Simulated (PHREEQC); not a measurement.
Make-up at 25 °C: 0.00022 mol CaSO4, 8.4e-05 mol Na2CO3 and 0.0055 mol NaCl per kg of water. Closed to the air; pH follows from the charge balance.

Equilibrium calculation in PHREEQC: Pitzer model, pitzer.dat.

- pH = 9.75
- ionic strength = 0.00657 mol/kgw
- specific conductance = 734 µS/cm
- osmotic coefficient = 0.970
- total alkalinity = 0.168 meq/kg

```csv
species,molality,activity,log γ
Na+,0.00567,0.00521,-0.037
Cl-,0.00550,0.00505,-0.038
Ca+2,0.000220,0.000152,-0.160
SO4-2,0.000220,0.000151,-0.163
OH-,6.21e-5,5.68e-5,-0.039
HCO3-,6.20e-5,5.97e-5,-0.017
CO3-2,2.19e-5,1.53e-5,-0.155
CO2,2.33e-8,2.33e-8,0.000
```

Precipitation was switched off in this run.
